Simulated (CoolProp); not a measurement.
Properties of nitrogen along the isotherm 174.4 K (Tc = 126.2 K, pc = 3.396 MPa, ω = 0.037).

The numbers come from the reference Helmholtz-energy equation of state, Span 2000 in CoolProp.

```
p (MPa)          phase  density (kg/m³)  cv (kJ/(kg K))  speed of sound (m/s)  Joule-Thomson coefficient (K/MPa)  conductivity (mW/(m K))
-------  -------------  ---------------  --------------  --------------------  ---------------------------------  -----------------------
0.392              gas            7.679          0.7469                 267.8                              5.931                     16.3
0.784              gas            15.58          0.7517                 266.5                              5.882                     16.6
1.18               gas            23.79          0.7567                 265.3                              5.827                     16.9
1.57               gas            32.11          0.7616                 264.2                              5.766                     17.3
1.96               gas            40.69          0.7666                 263.1                              5.699                     17.7
2.35               gas            49.52          0.7718                 262.2                              5.624                     18.1
2.74               gas            58.62          0.7769                 261.4                              5.542                     18.6
3.13               gas            68.00          0.7822                 260.7                              5.451                     19.1
3.53     supercritical            77.91          0.7875                 260.2                              5.349                     19.6
3.92     supercritical            87.87          0.7928                 259.9                              5.241                     20.2
4.31     supercritical            98.12          0.7980                 259.7                              5.124                     20.8
4.7      supercritical            108.7          0.8032                 259.8                              4.998                     21.5
5.09     supercritical            119.5          0.8084                 260.1                              4.863                     22.1
```

Thermal conductivity comes from a separate model (Lemmon 2004).
